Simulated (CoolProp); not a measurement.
Sulfur dioxide along the isotherm 464 K: density (kg/m³) from the reference equation and from simpler models built on Tc = 430.6 K, pc = 78.87 bar, ω = 0.256; each cubic takes its own stable root.

Values from CoolProp's reference Helmholtz-energy equation of state, Gao 2016.

```tsv
p (bar)	phase	reference
15.2	gas	26.66
30.3	gas	56.51
45.5	gas	91.17
60.7	gas	132.4
75.8	gas	183.5
91	supercritical	252.0
106	supercritical	351.4
121	supercritical	494.2
136	supercritical	623.5
152	supercritical	708.7
167	supercritical	760.8
182	supercritical	799.1
197	supercritical	829.4
```

Question: How far does each simpler model (van der Waals, Peng-Robinson) lie from the reference over these 13 states: mean and median of the absolute difference, and the worst?

Answer: 
- van der Waals: mean 9.5 %, median 4.6 %, worst -23.8 % at 464 K and 197 bar
- Peng-Robinson: mean 4.8 %, median 2.4 %, worst -10.2 % at 464 K and 152 bar
